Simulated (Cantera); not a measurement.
Cantera with NASA thermochemical tables; ideal gases at 1 bar, condensed phases pure. Values are per mole of reaction as written; species without (g) are pure solids or liquids, kept so even where they would boil at 1 bar.

2 Cu + N2O(g) → Cu2O + N2(g), with ΔH° = -252.3 kJ and ΔS° = -2.3 J/K at 300 K.

**Question.** How far is the shortcut ΔG° ≈ ΔH°(300 K) − T·ΔS°(300 K) from the full temperature-dependent value at 550, 650, 750, 850, 950, 1050 K?

**Answer.** 
| T (K) | shortcut (kJ) | full (kJ) | difference (kJ) | difference in log10 K |
|---|---|---|---|---|
| 550 | -251.0 | -251.3 | 0.3 | -0.03 |
| 650 | -250.8 | -251.3 | 0.5 | -0.04 |
| 750 | -250.6 | -251.3 | 0.8 | -0.05 |
| 850 | -250.3 | -251.4 | 1.0 | -0.06 |
| 950 | -250.1 | -251.5 | 1.3 | -0.07 |
| 1050 | -249.9 | -251.5 | 1.7 | -0.08 |
The shortcut ignores the heat-capacity change of the reaction.
